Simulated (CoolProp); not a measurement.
Computed with CoolProp (reference Helmholtz-energy equation of state, Lemmon 2006). It is a short technical equation, of lower accuracy than the large ones.

### Question
Give the vapour pressure (MPa), liquid density (kg/m³), vapour viscosity (µPa s) of saturated C2F6 (R116) at 185.9, 201, 208.5 K.

### Answer
```csv
T (K),p (MPa),liquid density (kg/m³),vapour viscosity (µPa s)
185.9,0.0602,1640,8.71
201,0.138,1580,9.39
208.5,0.198,1540,9.72
```

Viscosity comes from a separate model (Huber 2003), an estimate that may be off by 10 % or more.
